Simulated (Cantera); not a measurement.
Feed: 1 mol CuO, 510 mol H2, held at 0.00133 bar.

Cantera equilibrium calculation (NASA polynomials, part measured and part estimated; ideal gas, pure solids and liquids). Candidate condensed phases: Cu, CuO, Cu(OH)2, Cu2O, H2O; 12 gas species. Equilibrium is a limit: real reactors are often held back by kinetics, nucleation or transport. All values below are at 1698 K.

Base state: H2 0.992, H 0.00394, Cu 0.00195, H2O 0.00195 (mole fractions); condensed: gas only.

### Question
What changes in the equilibrium state with this change: pressure from 0.00133 bar to 8.40 bar?

### Answer
```tsv
species	before	after
H2	0.992	0.998
H2O	0.00195	0.00196
H	0.00394	4.98e-5
Cu	0.00195	1.84e-5
Cu(l), mol	0	0.991
```
